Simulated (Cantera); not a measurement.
**MgO + C + H₂ (sublimation and decomposition of ceramics)**

Input: 1 mol MgO, 0.0051 mol C, 0.35 mol H₂, held at 133 Pa.

These are equilibrium values from Cantera (NASA tables, ideal gas, pure condensed phases), not measurements of a reactor. Candidate condensed phases: C, C₆H₆, C₇H₈, C₈H₁₈, H₂O, Mg, MgCO₃, MgO, Mg(OH)₂; 116 gas species. The tables' values for MgH are old estimates; treat these amounts as uncertain. Kinetics and transport are ignored.

| T (K) | x H₂ | x Mg | x O | x H₂O | x H | x O₂ | x OH | x MgO | x CO | n MgO(s) |
|---|---|---|---|---|---|---|---|---|---|---|
| 1848 | 0.908 | 0.0390 | 3.28e-7 | 0.0252 | 0.0138 | 3.99e-9 | 2.82e-5 | 6.07e-7 | 0.0136 | 0.985 |
| 1948 | 0.825 | 0.0733 | 4.65e-6 | 0.0598 | 0.0281 | 1.46e-7 | 0.000184 | 5.42e-6 | 0.0129 | 0.971 |
| 2048 | 0.688 | 0.131 | 5.04e-5 | 0.117 | 0.0509 | 3.68e-6 | 0.000944 | 3.89e-5 | 0.0117 | 0.945 |
| 2148 | 0.499 | 0.210 | 0.000459 | 0.194 | 0.0807 | 7.55e-5 | 0.00403 | 0.000232 | 0.00997 | 0.900 |
| 2248 | 0.297 | 0.296 | 0.00372 | 0.265 | 0.110 | 0.00139 | 0.0146 | 0.00118 | 0.00783 | 0.832 |
| 2348 | 0.129 | 0.382 | 0.0268 | 0.260 | 0.122 | 0.0224 | 0.0421 | 0.00518 | 0.00510 | 0.710 |
| 2448 | 0.0280 | 0.496 | 0.109 | 0.0792 | 0.0912 | 0.127 | 0.0503 | 0.0138 | 0.00178 | 0 |
| 2548 | 0.0275 | 0.462 | 0.161 | 0.0432 | 0.140 | 0.103 | 0.0483 | 0.0101 | 0.00194 | 0 |
| 2648 | 0.0215 | 0.430 | 0.218 | 0.0185 | 0.187 | 0.0761 | 0.0391 | 0.00713 | 0.00198 | 0 |
| 2748 | 0.0139 | 0.406 | 0.270 | 0.00641 | 0.220 | 0.0500 | 0.0271 | 0.00485 | 0.00196 | 0 |
x: gas mole fraction; n: condensed amount in mol.

From 1848 K to 2348 K the condensed part is MgO(s). From 2448 K to 2748 K nothing is condensed. The main Mg-bearing gas is Mg throughout.
